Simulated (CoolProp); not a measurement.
Properties of hydrogen sulfide along the isobar 0.811 MPa (Tc = 373.1 K, pc = 8.999 MPa, ω = 0.101).

Computed with CoolProp (reference Helmholtz-energy equation of state, Lemmon 2006). It is a short technical equation, of lower accuracy than the large ones.

```csv
T (K),phase,density (kg/m³),cp (kJ/(kg K)),cv (kJ/(kg K)),expansivity (1/kK),viscosity (µPa s)
284.8,gas,12.63,1.148,0.8070,4.508,11.1
294.1,gas,12.12,1.131,0.8018,4.244,11.6
303.3,gas,11.67,1.117,0.7984,4.020,12.0
312.6,gas,11.25,1.107,0.7964,3.823,12.5
321.8,gas,10.87,1.099,0.7954,3.652,12.9
331.1,gas,10.52,1.093,0.7953,3.497,13.3
340.3,gas,10.19,1.088,0.7959,3.359,13.7
349.6,gas,9.884,1.085,0.7970,3.233,14.2
358.8,gas,9.600,1.083,0.7987,3.119,14.6
368,gas,9.333,1.082,0.8007,3.014,15.0
377.3,gas,9.079,1.081,0.8031,2.917,15.4
386.5,gas,8.842,1.081,0.8058,2.827,15.8
395.8,gas,8.616,1.082,0.8088,2.743,16.1
405,gas,8.404,1.083,0.8120,2.666,16.5
```

Viscosity comes from a separate model (Quiñones-Cisneros 2012).
